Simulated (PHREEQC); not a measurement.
**Nickel, zinc or cadmium bath: an equilibrium model**

Make-up at 16 °C: 0.2 mol/kgw CdCl2, 4.3e-05 mol/kgw KCl and 0.0063 mol/kgw MnSO4. Closed to the air; pH follows from the charge balance.

The numbers come from PHREEQC with the ion-association model, wateq4f.dat.

No solid was allowed to form.

Problem. What pH, ionic strength does the model give?

Solution. pH 5.33; ionic strength 0.222 mol/kgw.

Problem. In which forms is Mn present?

Solution. Mn+2 78 %, MnCl+ 17 %, MnSO4 3.8 %, MnCl2 0.7 % of the Mn.
